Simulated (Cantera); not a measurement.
A freely propagating, adiabatic, planar premixed flame of H2 : O2 : N2 : H2O = 1 : 0.2 : 0.752 : 0.11 (molar parts), equivalence ratio 2.5, unburnt at 400 K and 101000 Pa; mixture-averaged transport, grid criteria slope 0.08 and curve 0.16, no radiation.

Cantera simulation using the H2/O2 subset of GRI-Mech 3.0, which has no nitrogen chemistry; the numbers are that mechanism's predictions, not measurements. Burning velocities carry a grid error of a few per cent, more on coarse grids.

### Question
Predict: laminar burning velocity; thermal thickness; peak x(O); peak x(H); peak x(HO2).

### Answer
```json
{
 "laminar_burning_velocity": "371 cm/s",
 "thermal_thickness": "0.362 mm",
 "peak x(O)": "0.00145",
 "peak x(H)": "0.0531",
 "peak x(HO2)": "0.000439"
}
```
